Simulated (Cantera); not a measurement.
A closed system holds: 1 mol SiC, 1.2 mol N2O, 38 mol H2, at 1525 °C and 0.0100 bar.

These are equilibrium values from Cantera (NASA tables, ideal gas, pure condensed phases), not measurements of a reactor. Candidate condensed phases: C, C6H6, C7H8, C8H18, H2O, Si, SiC, SiO2, Si2N2O, Si3N4; 151 gas species. Equilibrium is a limit: real reactors are often held back by kinetics, nucleation or transport.

Base state: H2 0.937, N2 0.0296, CO 0.0148, SiO 0.0148, H 0.00341, Si 9.89e-5, HCN 7.54e-5, SiH 1.10e-5 (mole fractions); condensed: SiC(s).

Task: What changes in the equilibrium state with this change: N2O from 1.2 to 0.37 mol?

Result: 
```json
[
 {"species": "H2", "before": "0.937", "after": "0.977"},
 {"species": "N2", "before": "0.0296", "after": "0.00951"},
 {"species": "CO", "before": "0.0148", "after": "0.00480"},
 {"species": "SiO", "before": "0.0148", "after": "0.00473"},
 {"species": "HCN", "before": "7.54e-5", "after": "4.39e-5"},
 {"species": "H", "before": "0.00341", "after": "0.00348"},
 {"species": "SiC(s), mol", "before": "0.396", "after": "0.812"}
]
```
